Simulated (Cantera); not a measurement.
An isothermal, constant-pressure homogeneous reactor starts with 87.7 % N2O, 12.3 % H2O, at 1000 K and 0.120 bar.

Detailed kinetics in Cantera: GRI-Mech 3.0 (53 species, 325 reactions). GRI-Mech 3.0 was tuned for natural gas; its chemistry of N2O as a main component is partial and can be far from experiment. The mechanism lacks the step 2 NO + O2 → 2 NO2, which can matter for NO2 below about 1400 K. The temperature is held fixed by assumption; the heat of reaction is taken as removed at once.

Task: Predict: x(N2O) at 100 s; x(H2O) at 100 s; x(O) at 100 s; x(HO2) at 100 s; x(O2) at 100 s; x(N2) at 100 s.

Result: 
```
Item                                                Value
---------------  ----------------------------------------
x(N2O) at 100 s    0.740 (gas-phase equilibrium 8.35e-10)
x(H2O) at 100 s      0.117 (gas-phase equilibrium 0.0854)
x(O) at 100 s    4.47e-8 (gas-phase equilibrium 2.52e-10)
x(HO2) at 100 s  9.17e-8 (gas-phase equilibrium 6.70e-10)
x(O2) at 100 s       0.0462 (gas-phase equilibrium 0.305)
x(N2) at 100 s       0.0943 (gas-phase equilibrium 0.610)
```
